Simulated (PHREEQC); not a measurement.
A column of 1 m (30 cells, dispersivity 0.035 m, 3600 s a shift, diffusion coefficient 3e-10 m²/s) holds 0.0061 eq of the database's cation exchanger X per kg of pore water, first in equilibrium with 0.001 mol Na2SO4, 0.0055 mol KBr, 0.00032 mol MnCl2 and 1e-05 mol HCl per kg of water. It is flushed with 0.001 mol ZnSO4, 0.0012 mol MgCl2 and 1e-05 mol HCl per kg of water, at 25 °C. Values are for the last cell. No CO2 enters from the air. Nothing may precipitate in this run.

Model: ion-association model, phreeqc.dat, run in PHREEQC.

**Question.** Predict Br in solution (mol/kgw), Na in solution (mol/kgw), Zn in solution (mol/kgw), K in solution (mol/kgw) at pore volumes = 2.017, 2.35, 3.183, 3.683, 3.85.

**Answer.** 
```tsv
pore volumes	Br in solution (mol/kgw)	Na in solution (mol/kgw)	Zn in solution (mol/kgw)	K in solution (mol/kgw)
2.017	1.28e-5	1.82e-5	5.00e-5	0.000997
2.35	1.54e-6	2.58e-6	0.000265	0.000243
3.183	5.99e-9	1.53e-8	0.000819	5.20e-6
3.683	1.95e-10	6.54e-10	0.000936	4.83e-7
3.85	6.18e-11	2.27e-10	0.000956	2.17e-7
```
